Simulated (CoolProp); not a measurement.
p-xylene along the isobar 5.2 MPa: Z from the reference equation and from simpler models built on Tc = 616.2 K, pc = 3.532 MPa, ω = 0.324; each cubic takes its own stable root.

The numbers come from the reference Helmholtz-energy equation of state, Zhou 2012 in CoolProp.

| T (K) | phase | reference |
|---|---|---|
| 389.8 | liquid | 0.2181 |
| 402 | liquid | 0.2145 |
| 414.3 | liquid | 0.2113 |
| 426.5 | liquid | 0.2085 |
| 438.8 | liquid | 0.2059 |
| 451 | liquid | 0.2037 |
| 463.2 | liquid | 0.2018 |
| 475.5 | liquid | 0.2003 |
| 487.7 | liquid | 0.1991 |
| 499.9 | liquid | 0.1982 |
| 512.2 | liquid | 0.1978 |
| 524.4 | liquid | 0.1977 |

Task: How far does each simpler model (van der Waals, Redlich-Kwong, Soave-Redlich-Kwong, Peng-Robinson) lie from the reference over these 12 states: mean and median of the absolute difference, and the worst?

Result: 
- van der Waals: mean 68.6 %, median 68.7 %, worst +71.2 % at 389.8 K and 5.2 MPa
- Redlich-Kwong: mean 19.7 %, median 19.5 %, worst +21.7 % at 524.4 K and 5.2 MPa
- Soave-Redlich-Kwong: mean 14.6 %, median 14.3 %, worst +16.2 % at 524.4 K and 5.2 MPa
- Peng-Robinson: mean 1.5 %, median 1.3 %, worst +2.9 % at 524.4 K and 5.2 MPa
